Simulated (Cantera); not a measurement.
# Diamond growth

A diamond (100) surface in a fixed gas of H2 with x(CH4) = 0.0029, x(H) = 0.01, at 1400 K, 210 Torr; coverages are run to steady state.

Detailed kinetics in Cantera: the Harris–Goodwin 1993 mechanism for the reconstructed diamond (100) surface.

```
x(CH3)   growth (µm/h)  θ c6HH  θ c6H*  θ c6*H  θ c6**    θ c6HM
-------  -------------  ------  ------  ------  ------  --------
1e-06            0.123   0.333  0.0601   0.545  0.0624   1.95e-6
2.3e-06          0.282   0.333  0.0601   0.545  0.0624   4.49e-6
5.1e-06          0.625   0.333  0.0601   0.545  0.0624   9.95e-6
1.1e-05           1.35   0.333  0.0601   0.545  0.0624   2.15e-5
2.6e-05           3.18   0.333  0.0601   0.545  0.0624   5.07e-5
5.8e-05           7.10   0.333  0.0601   0.544  0.0623  0.000113
0.00013           15.9   0.333  0.0601   0.544  0.0622  0.000253
0.0003            36.5   0.332  0.0600   0.544  0.0619  0.000583
0.00067           81.0   0.332  0.0599   0.543  0.0613   0.00130
```
θ: site fractions in the mechanism's names (c6HH fully hydrogenated, c6H* and c6*H radical sites, c6** diradical, c6HM methylated).
